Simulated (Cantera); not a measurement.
# Equilibrium for silicon carbide growth: (CH3)2SiCl2 + H2

Input: 1 mol (CH3)2SiCl2, 1.6 mol H2, equilibrated at 1273 K.

Method: chemical equilibrium by Gibbs-energy minimisation in Cantera with the NASA 1993 tables (ideal gas, pure condensed phases). Candidate condensed phases: C, C6H6, C7H8, C8H18, Si, SiC; 109 gas species. The feed counts by its element totals alone. The tables' values for SiCl3 are old estimates; treat these amounts as uncertain. Kinetics and transport are ignored.

```json
[
 {"P (Pa)": "100", "x H2": "0.645", "x HCl": "0.353", "x SiCl4": "0.000320", "x CH4": "3.91e-6", "x SiHCl3": "2.34e-5", "x SiCl3": "0.000250", "x SiCl2": "0.00128", "x SiH2Cl2": "2.37e-7", "n C(graphite)": "1.01", "n SiC(s)": "0.990"},
 {"P (Pa)": "240", "x H2": "0.647", "x HCl": "0.351", "x SiCl4": "0.000749", "x CH4": "9.43e-6", "x SiHCl3": "5.52e-5", "x SiCl3": "0.000380", "x SiCl2": "0.00126", "x SiH2Cl2": "5.63e-7", "n C(graphite)": "1.01", "n SiC(s)": "0.986"},
 {"P (Pa)": "560", "x H2": "0.650", "x HCl": "0.347", "x SiCl4": "0.00166", "x CH4": "2.22e-5", "x SiHCl3": "0.000124", "x SiCl3": "0.000557", "x SiCl2": "0.00123", "x SiH2Cl2": "1.29e-6", "n C(graphite)": "1.02", "n SiC(s)": "0.980"},
 {"P (Pa)": "1300", "x H2": "0.655", "x HCl": "0.339", "x SiCl4": "0.00347", "x CH4": "5.24e-5", "x SiHCl3": "0.000267", "x SiCl3": "0.000785", "x SiCl2": "0.00117", "x SiH2Cl2": "2.86e-6", "n C(graphite)": "1.03", "n SiC(s)": "0.968"},
 {"P (Pa)": "3200", "x H2": "0.665", "x HCl": "0.325", "x SiCl4": "0.00698", "x CH4": "0.000133", "x SiHCl3": "0.000571", "x SiCl3": "0.00106", "x SiCl2": "0.00105", "x SiH2Cl2": "6.46e-6", "n C(graphite)": "1.05", "n SiC(s)": "0.946"},
 {"P (Pa)": "7500", "x H2": "0.679", "x HCl": "0.305", "x SiCl4": "0.0121", "x CH4": "0.000325", "x SiHCl3": "0.00108", "x SiCl3": "0.00129", "x SiCl2": "0.000907", "x SiH2Cl2": "1.33e-5", "n C(graphite)": "1.08", "n SiC(s)": "0.915"},
 {"P (Pa)": "18000", "x H2": "0.698", "x HCl": "0.278", "x SiCl4": "0.0190", "x CH4": "0.000825", "x SiHCl3": "0.00191", "x SiCl3": "0.00146", "x SiCl2": "0.000733", "x SiH2Cl2": "2.65e-5", "n C(graphite)": "1.12", "n SiC(s)": "0.874"},
 {"P (Pa)": "42000", "x H2": "0.718", "x HCl": "0.248", "x SiCl4": "0.0265", "x CH4": "0.00204", "x SiHCl3": "0.00307", "x SiCl3": "0.00151", "x SiCl2": "0.000567", "x SiH2Cl2": "4.92e-5", "n C(graphite)": "1.16", "n SiC(s)": "0.828"},
 {"P (Pa)": "100000", "x H2": "0.738", "x HCl": "0.216", "x SiCl4": "0.0344", "x CH4": "0.00511", "x SiHCl3": "0.00471", "x SiCl3": "0.00148", "x SiCl2": "0.000419", "x SiH2Cl2": "8.90e-5", "n C(graphite)": "1.19", "n SiC(s)": "0.780"}
]
```
x: gas mole fraction; n: condensed amount in mol.

From 0.00100 bar to 1.00 bar the condensed part is C(graphite) + SiC(s). The main Si-bearing gas is SiCl2 at 0.00100 bar and SiCl4 at 1.00 bar. The share of Si in condensed phases is highest at 0.00100 bar (99.0 %) and lowest at 1.00 bar (78.0 %).
